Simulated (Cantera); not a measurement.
# N2O furnace oxynitridation

A perfectly stirred reactor is fed with 98.3 % N2O, 1.67 % H2O, at 0.148 atm; it is held at 1373 K, and followed from long to short residence time.

Detailed kinetics in Cantera: GRI-Mech 3.0 (53 species, 325 reactions). GRI-Mech 3.0 was tuned for natural gas; its chemistry of N2O as a main component is partial and can be far from experiment. The mechanism lacks the step 2 NO + O2 → 2 NO2, which can matter for NO2 below about 1400 K. The temperature is held fixed by assumption; the heat of reaction is taken as removed at once.

```tsv
τ (s)	x N2O	x H2O	x NO	x HO2	x O	x H2
2.6	0.139	0.0120	0.0831	8.95e-8	1.47e-5	1.97e-7
0.52	0.427	0.0136	0.0589	3.19e-7	1.69e-5	1.68e-7
0.10	0.782	0.0156	0.0216	1.37e-6	1.79e-5	1.52e-7
0.021	0.932	0.0164	0.00543	4.06e-6	1.87e-5	1.79e-7
0.0042	0.973	0.0166	0.00116	7.71e-6	1.92e-5	1.85e-7
0.00085	0.981	0.0167	0.000246	6.54e-6	1.90e-5	6.68e-8
0.00017	0.983	0.0167	4.55e-5	9.23e-7	1.73e-5	3.46e-9
```
x: mole fraction; the columns are a selection and need not sum to one.
